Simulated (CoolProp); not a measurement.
Vapour-liquid equilibrium of n-hexane (1) + benzene (2) at 291.4 K; x and y are mole fractions of (1).

The numbers come from the multi-fluid Helmholtz-energy mixture model, Thol 2019 and Thol 2012; pair parameters Bell 2016 in CoolProp.

Q: Give the bubble pressure and the first vapour's composition at x = 0.2, 0.65, 0.8. Is there an azeotrope?

A: x = 0.2: 0.01211 MPa, y = 0.370; x = 0.65: 0.01455 MPa, y = 0.706; x = 0.8: 0.01486 MPa, y = 0.817. y crosses x between x = 0.8 and 0.95: the model has an azeotrope there.

Pair parameters are fitted to limited data, so mixtures are less certain than the pure fluids.
